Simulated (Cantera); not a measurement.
A closed system holds: 1 mol FeS₂, 1.5 mol SO₃, 0.36 mol H₂O, at 50.0 mbar.

These are equilibrium values from Cantera (NASA tables, ideal gas, pure condensed phases), not measurements of a reactor. Candidate condensed phases: Fe, FeO, Fe(OH)₂, Fe(OH)₃, FeS, FeSO₄, FeS₂, Fe₂O₃, Fe₂(SO₄)₃, Fe₃O₄, H₂O, H₂SO₄, S; 22 gas species. Metal and sulfide melt together well below either melting point, which pure phases cannot show. Mutual solubility and eutectic melting of coexisting phases are not modelled. The tables' stoichiometric FeO is somewhat more stable than real wüstite, so its field is too wide. FeO, FeS: taken at fixed stoichiometry. The numbers say what is thermodynamically allowed, not how fast it happens. All values below are at 1500 K.

Base state: SO₂ 0.614, S₂ 0.247, H₂O 0.108, SO 0.0100, H₂ 0.00951, S₂O 0.00649, H₂S 0.00384, SH 0.000785 (mole fractions); condensed: FeO(s) + FeS(l).

Task: What changes in the equilibrium state with this change: pressure from 50.0 mbar to 17.0 mbar?

Result: 
| species | before | after |
|---|---|---|
| SO₂ | 0.614 | 0.583 |
| S₂ | 0.247 | 0.278 |
| H₂O | 0.108 | 0.104 |
| H₂ | 0.00951 | 0.0127 |
| SO | 0.0100 | 0.0132 |
| H | 7.68e-6 | 1.52e-5 |
| S | 9.04e-5 | 0.000165 |
| S₂O | 0.00649 | 0.00528 |
| FeO(s), mol | 0.858 | 1.000 |
| FeS(l), mol | 0.142 | 0 |
FeO: taken at fixed stoichiometry.

Task: What changes in the equilibrium state with this change: pressure from 50.0 mbar to 18.0 bar?

Result: 
```tsv
species	before	after
SO₂	0.614	0.805
H₂O	0.108	0.125
S₂	0.247	0.0517
SO	0.0100	0.00178
S₂O	0.00649	0.0100
S	9.04e-5	2.18e-6
H₂	0.00951	0.00149
FeO(s), mol	0.858	0
FeS(l), mol	0.142	0.940
Fe₃O₄(s), mol	0	0.0201
```
FeS: taken at fixed stoichiometry.
